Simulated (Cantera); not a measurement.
What does this Cantera script print?

```python
import numpy as np
import cantera as ct

gas = ct.Solution("gri30.yaml")
gas.TPX = 1250, 44000, {'H2': 0.41, 'O2': 1, 'N2': 7.3, 'H2O': 0.048}
inlet = ct.Reservoir(gas, clone=True)

reactor = ct.IdealGasConstPressureReactor(gas, energy="off", clone=False)
exhaust = ct.Reservoir(gas, clone=True)
tau = [1.1, 0.48, 0.2, 0.083, 0.035, 0.014, 0.006, 0.0025, 0.001, 0.00043, 0.00018][0]
for a, b in ((inlet, reactor), (reactor, exhaust)):
    ct.MassFlowController(a, b, mdot=lambda t: reactor.mass / tau)
net = ct.ReactorNet([reactor])
show = ['H2', 'O2', 'N2O', 'H', 'NO', 'OH', 'NO2']

rows = []
print(f"{'tau/s':>10s}{'T/K':>9s}" + "".join(f"{s:>11s}" for s in show))
for tau in [1.1, 0.48, 0.2, 0.083, 0.035, 0.014, 0.006, 0.0025, 0.001, 0.00043, 0.00018]:
    net.initial_time = 0.0
    net.advance(30 * tau)
    before = gas.X
    net.advance(40 * tau)
    drift = np.max(np.abs(gas.X - before) / (gas.X + 1e-9))
    rows.append([gas.T, *gas[show].X, drift])
    print(f"{tau:10.3e}{gas.T:9.1f}" + "".join(f"{x:11.3e}" for x in gas[show].X))
```

Result:

```
     tau/s      T/K         H2         O2        N2O          H         NO         OH        NO2
 1.100e+00   1250.0  4.076e-05  9.292e-02  5.975e-07  2.031e-06  4.879e-07  1.199e-04  4.897e-09
 4.800e-01   1250.0  7.010e-05  9.291e-02  5.427e-07  4.668e-06  3.686e-07  1.577e-04  3.056e-09
 2.000e-01   1250.0  1.235e-04  9.290e-02  4.690e-07  1.122e-05  2.822e-07  2.112e-04  1.779e-09
 8.300e-02   1250.0  2.161e-04  9.288e-02  3.908e-07  2.700e-05  2.413e-07  2.843e-04  1.080e-09
 3.500e-02   1250.0  3.702e-04  9.286e-02  3.171e-07  6.366e-05  2.515e-07  3.830e-04  7.576e-10
 1.400e-02   1250.0  6.468e-04  9.284e-02  2.466e-07  1.570e-04  3.281e-07  5.291e-04  6.189e-10
 6.000e-03   1250.0  1.071e-03  9.281e-02  1.905e-07  3.572e-04  4.750e-07  7.168e-04  5.656e-10
 2.500e-03   1250.0  1.783e-03  9.282e-02  1.422e-07  8.166e-04  7.165e-07  9.807e-04  5.276e-10
 1.000e-03   1250.0  3.012e-03  9.295e-02  1.019e-07  1.853e-03  1.044e-06  1.346e-03  4.749e-10
 4.300e-04   1250.0  4.847e-03  9.334e-02  7.275e-08  3.648e-03  1.300e-06  1.755e-03  3.962e-10
 1.800e-04   1250.0  7.903e-03  9.439e-02  4.864e-08  6.396e-03  1.281e-06  2.191e-03  2.761e-10
```

Detailed kinetics in Cantera: GRI-Mech 3.0 (53 species, 325 reactions). The temperature is held fixed by assumption; the heat of reaction is taken as removed at once.
